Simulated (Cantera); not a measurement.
A perfectly stirred reactor is fed with H2 : O2 : N2 = 1 : 0.862 : 3.24 (molar parts), equivalence ratio 0.58, at 10.0 bar; it is adiabatic with a 550 K inlet, and is followed from long to short residence time, starting on the burning branch (τ in s: 0.033, 0.016, 0.0081, 0.004, 0.002, 0.00098, 0.00048, 0.00024, 0.00012, 5.9e-05, 2.9e-05, 1.4e-05, 7.1e-06).

Cantera simulation using GRI-Mech 3.0 (53 species, 325 reactions); the numbers are that mechanism's predictions, not measurements. The hydrogen kinetics of GRI-Mech 3.0 are dated; newer H2 mechanisms differ, most at raised pressure.

Problem. What does this change do: pressure from 10.0 bar to 3.10 bar?

Solution. 
```
quantity                                                                          before                                   after
------------------------------------------------  --------------------------------------  --------------------------------------
blow-out, bracketed by the residence times tried  burning at 7.10 µs, the shortest tried  burning at 7.10 µs, the shortest tried
x(H2) at τ = 33.0 ms                                                             9.98e-5                                0.000225
x(O2) at τ = 33.0 ms                                                              0.0782                                  0.0780
x(H2O2) at τ = 33.0 ms                                                           3.88e-7                                 2.31e-7
x(HO2) at τ = 33.0 ms                                                            3.96e-6                                 3.20e-6
x(OH) at τ = 33.0 ms                                                             0.00147                                 0.00219
x(H2) at τ = 0.480 ms                                                           0.000844                                 0.00247
x(O2) at τ = 0.480 ms                                                             0.0780                                  0.0774
x(H2O2) at τ = 0.480 ms                                                          9.44e-7                                 7.55e-7
x(HO2) at τ = 0.480 ms                                                           1.54e-5                                 1.90e-5
x(OH) at τ = 0.480 ms                                                            0.00301                                 0.00627
```

Problem. What does this change do: inlet temperature 550 to 423 K?

Solution. 
```csv
quantity,before,after
"blow-out, bracketed by the residence times tried","burning at 7.10 µs, the shortest tried","burning at 7.10 µs, the shortest tried"
x(H2) at τ = 33.0 ms,9.98e-5,6.66e-5
x(O2) at τ = 33.0 ms,0.0782,0.0784
x(H2O2) at τ = 33.0 ms,3.88e-7,3.02e-7
x(HO2) at τ = 33.0 ms,3.96e-6,2.93e-6
x(OH) at τ = 33.0 ms,0.00147,0.000931
x(H2) at τ = 0.480 ms,0.000844,0.000896
x(O2) at τ = 0.480 ms,0.0780,0.0783
x(H2O2) at τ = 0.480 ms,9.44e-7,1.11e-6
x(HO2) at τ = 0.480 ms,1.54e-5,2.08e-5
x(OH) at τ = 0.480 ms,0.00301,0.00234
```
